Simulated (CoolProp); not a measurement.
Vapour-liquid equilibrium of R134a (1) + R152A (2) at 2020 kPa; x and y are mole fractions of (1).

The numbers come from the multi-fluid Helmholtz-energy mixture model, Tillner-Roth 1994 and Outcalt 1996; pair parameters Lemmon 2004 in CoolProp.

| x | bubble temperature, mixture model (K) | bubble temperature, Raoult's law (K) | y, mixture model | y, Raoult's law |
|---|---|---|---|---|
| 0.05 | 346.1 | 346.0 | 0.052 | 0.056 |
| 0.15 | 345.7 | 345.4 | 0.156 | 0.165 |
| 0.25 | 345.4 | 344.9 | 0.260 | 0.272 |
| 0.35 | 344.9 | 344.3 | 0.364 | 0.377 |
| 0.45 | 344.4 | 343.8 | 0.466 | 0.479 |
| 0.55 | 343.9 | 343.3 | 0.568 | 0.578 |
| 0.65 | 343.3 | 342.8 | 0.667 | 0.676 |
| 0.75 | 342.7 | 342.3 | 0.765 | 0.771 |
| 0.85 | 342.1 | 341.8 | 0.861 | 0.864 |
| 0.95 | 341.4 | 341.3 | 0.954 | 0.955 |

The largest gap from Raoult's law is +0.6 K in bubble temperature, at x = 0.45. No azeotrope shows between x = 0.05 and 0.95.

Pair parameters are fitted to limited data, so mixtures are less certain than the pure fluids.
